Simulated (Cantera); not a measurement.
A closed system holds: 1 mol SiF4, 0.32 mol O2, 14 mol H2, held at 402 °C and 0.00380 bar.

Equilibrium computed with Cantera from the NASA thermochemical tables; the gas is ideal and each condensed phase is pure. Candidate condensed phases: H2O, Si, SiO2; 38 gas species. Equilibrium is a limit: real reactors are often held back by kinetics, nucleation or transport.

Base state: H2 0.881, SiF4 0.0555, HF 0.0420, H2O 0.0212 (mole fractions); condensed: SiO2(α-quartz).

Problem. What changes in the equilibrium state with this change: SiF4 replaced by SiH2Cl2?

Solution. 
```csv
species,before,after
H2,0.881,0.966
SiCl4,0,0.0275
SiHCl3,0,0.00620
SiF4,0.0555,0
HF,0.0420,0
H2O,0.0212,<1e-9
HCl,0,0.000562
SiH2Cl2,0,8.66e-5
"SiO2(α-quartz), mol",0.159,0.320
"Si(s), mol",0,0.158
```
